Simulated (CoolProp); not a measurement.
Oxygen along the isobar 241 bar: density (kg/m³) from the reference equation and from simpler models built on Tc = 154.6 K, pc = 50.46 bar, ω = 0.022; each cubic takes its own stable root.

The numbers come from the reference Helmholtz-energy equation of state, Schmidt 1985 in CoolProp.

```json
[
 {"T (K)": "59.8", "phase": "liquid", "reference": "1310", "van der Waals": "899.6", "Redlich-Kwong": "1317", "Soave-Redlich-Kwong": "1302", "Peng-Robinson": "1457"},
 {"T (K)": "64.7", "phase": "liquid", "reference": "1290", "van der Waals": "890.2", "Redlich-Kwong": "1301", "Soave-Redlich-Kwong": "1286", "Peng-Robinson": "1440"},
 {"T (K)": "69.6", "phase": "liquid", "reference": "1270", "van der Waals": "880.7", "Redlich-Kwong": "1283", "Soave-Redlich-Kwong": "1270", "Peng-Robinson": "1422"},
 {"T (K)": "74.6", "phase": "liquid", "reference": "1250", "van der Waals": "870.8", "Redlich-Kwong": "1265", "Soave-Redlich-Kwong": "1252", "Peng-Robinson": "1403"},
 {"T (K)": "79.5", "phase": "liquid", "reference": "1230", "van der Waals": "861.0", "Redlich-Kwong": "1246", "Soave-Redlich-Kwong": "1235", "Peng-Robinson": "1384"},
 {"T (K)": "84.4", "phase": "liquid", "reference": "1211", "van der Waals": "851.0", "Redlich-Kwong": "1227", "Soave-Redlich-Kwong": "1216", "Peng-Robinson": "1364"},
 {"T (K)": "89.3", "phase": "liquid", "reference": "1191", "van der Waals": "840.9", "Redlich-Kwong": "1207", "Soave-Redlich-Kwong": "1198", "Peng-Robinson": "1343"},
 {"T (K)": "94.3", "phase": "liquid", "reference": "1170", "van der Waals": "830.4", "Redlich-Kwong": "1186", "Soave-Redlich-Kwong": "1178", "Peng-Robinson": "1321"},
 {"T (K)": "99.2", "phase": "liquid", "reference": "1150", "van der Waals": "820.0", "Redlich-Kwong": "1164", "Soave-Redlich-Kwong": "1157", "Peng-Robinson": "1299"},
 {"T (K)": "104.1", "phase": "liquid", "reference": "1129", "van der Waals": "809.4", "Redlich-Kwong": "1142", "Soave-Redlich-Kwong": "1137", "Peng-Robinson": "1275"},
 {"T (K)": "109", "phase": "liquid", "reference": "1109", "van der Waals": "798.6", "Redlich-Kwong": "1120", "Soave-Redlich-Kwong": "1115", "Peng-Robinson": "1251"},
 {"T (K)": "114", "phase": "liquid", "reference": "1087", "van der Waals": "787.4", "Redlich-Kwong": "1096", "Soave-Redlich-Kwong": "1092", "Peng-Robinson": "1226"},
 {"T (K)": "118.9", "phase": "liquid", "reference": "1066", "van der Waals": "776.3", "Redlich-Kwong": "1072", "Soave-Redlich-Kwong": "1069", "Peng-Robinson": "1199"},
 {"T (K)": "123.8", "phase": "liquid", "reference": "1044", "van der Waals": "765.0", "Redlich-Kwong": "1048", "Soave-Redlich-Kwong": "1046", "Peng-Robinson": "1172"},
 {"T (K)": "128.7", "phase": "liquid", "reference": "1022", "van der Waals": "753.5", "Redlich-Kwong": "1022", "Soave-Redlich-Kwong": "1021", "Peng-Robinson": "1144"},
 {"T (K)": "133.6", "phase": "liquid", "reference": "998.9", "van der Waals": "741.8", "Redlich-Kwong": "996.6", "Soave-Redlich-Kwong": "995.9", "Peng-Robinson": "1115"}
]
```
